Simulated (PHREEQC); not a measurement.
Dissolve 0.12 mmol/kgw PbCl2 and 23 mmol/kgw NaNO3 at 20 °C. Closed to the air; pH follows from the charge balance.

Equilibrium calculation in PHREEQC: ion-association model, wateq4f.dat.

No solid was allowed to form.

Estimate the pH.

pH 5.97.

In which forms is Pb present?

Pb+2 83 %, PbNO3+ 16 %, PbOH+ 1.0 % of the Pb.

Complexes and solids missing from the database can't appear.
